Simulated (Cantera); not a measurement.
Cantera run, input and output.

```python
import numpy as np
import cantera as ct

gas = ct.Solution("gri30.yaml")


def delay(T, t_max=10):
    gas.TPX = T, 100000, {'H2': 1, 'O2': 0.704, 'N2': 2.65}
    reactor = ct.IdealGasReactor(gas, clone=False)
    net = ct.ReactorNet([reactor])
    net.rtol, net.atol = 1e-8, 1e-16
    while net.time < t_max:
        t_old, T_old = net.time, reactor.T
        net.step()
        if reactor.T > T + 400:  # ignition: a rise of 400 K
            return t_old + (T + 400 - T_old) / (reactor.T - T_old) * (net.time - t_old)
    return np.nan


taus = []
for T in [1150, 1225, 1300, 1375, 1450]:
    taus.append(delay(T))
    print(f"T0 = {T:6g} K   tau = {taus[-1]:.4e} s")

# d ln(tau) / d ln(k), from doubling and halving each rate constant
T, sens = 1150, []
for i in range(gas.n_reactions):
    gas.set_multiplier(2.0, i)
    up = delay(T)
    gas.set_multiplier(0.5, i)
    down = delay(T)
    gas.set_multiplier(1.0, i)
    sens.append((np.log(up / down) / np.log(4.0), gas.reaction(i).equation))
sens.sort(key=lambda x: -abs(x[0]))
print(f"sensitivities at {T} K")
for s, eq in sens[:10]:
    print(f"{s:8.3f}  {eq}")
```

Result:

```
T0 =   1150 K   tau = 6.0630e-05 s
T0 =   1225 K   tau = 4.0039e-05 s
T0 =   1300 K   tau = 2.8958e-05 s
T0 =   1375 K   tau = 2.2457e-05 s
T0 =   1450 K   tau = 1.8509e-05 s
sensitivities at 1150 K
  -0.807  H + O2 <=> O + OH
  -0.183  H2 + O <=> H + OH
   0.080  H + O2 + N2 <=> HO2 + N2
  -0.073  H2 + OH <=> H + H2O
   0.047  H + O2 + M <=> HO2 + M
  -0.045  H + HO2 <=> H2 + O2
  -0.022  H + HO2 <=> 2 OH
   0.017  H + O2 + O2 <=> HO2 + O2
  -0.014  H + O2 + H2O <=> HO2 + H2O
  -0.003  H + OH + M <=> H2O + M
```

Computed with Cantera and GRI-Mech 3.0 (53 species, 325 reactions). Where the delays flatten at high temperature, the 400 K rule measures the pace of heat release, not the induction time.
